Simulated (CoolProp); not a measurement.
Vapour-liquid equilibrium of n-heptane (1) + m-xylene (2) at 131.35 °C; x and y are mole fractions of (1).

Values from CoolProp's multi-fluid Helmholtz-energy mixture model, Span 2003 and Zhou 2012; pair parameters Bell 2016.

Task: Give the bubble pressure and the first vapour's composition at x = 0.05, 0.5, 0.65. Is there an azeotrope?

Result: x = 0.05: 0.09307 MPa, y = 0.158; x = 0.5: 0.1707 MPa, y = 0.731; x = 0.65: 0.1927 MPa, y = 0.824. No azeotrope shows between x = 0.05 and 0.95.

Pair parameters are fitted to limited data, so mixtures are less certain than the pure fluids.
